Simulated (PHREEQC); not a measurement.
Consider water at 40 °C with 0.12 mol/kgw HF, 0.0039 mol/kgw NH4HF2, 9.7e-07 mol/kgw H4SiO4 and 0.72 mol/kgw HCl. Closed to the air; pH follows from the charge balance.

Computed with PHREEQC (ion-association model, wateq4f.dat).

| Property | Value |
|---|---|
| pH | 0.27 |
| ionic strength | 0.720 mol/kgw |
| activity of water | 0.974 |
| total alkalinity | -844 meq/kg |

| species | molality | activity | log γ |
|---|---|---|---|
| Cl- | 0.720 | 0.440 | -0.214 |
| H+ | 0.716 | 0.536 | -0.126 |
| HF | 0.0954 | 0.113 | 0.072 |
| H2F2 | 0.0160 | 0.0189 | 0.072 |
| NH4+ | 0.00390 | 0.00291 | -0.127 |
| F- | 0.000178 | 0.000106 | -0.224 |
| HF2- | 8.40e-5 | 5.01e-5 | -0.224 |
| SiF6-2 | 9.70e-7 | 1.76e-7 | -0.740 |

This is a speciation only: nothing precipitates in the calculation. Caution: at this ionic strength the ion-association model is outside its range; a Pitzer model would be the better tool where its parameters exist. wateq4f.dat counts part of the HF as a dimer, H2F2, which phreeqc.dat doesn't know; its constant is uncertain. Away from 25 °C the constants follow the database's enthalpies or fits; those with neither stay at their 25 °C values. SiF6-2 is the database's only silicon fluoride.
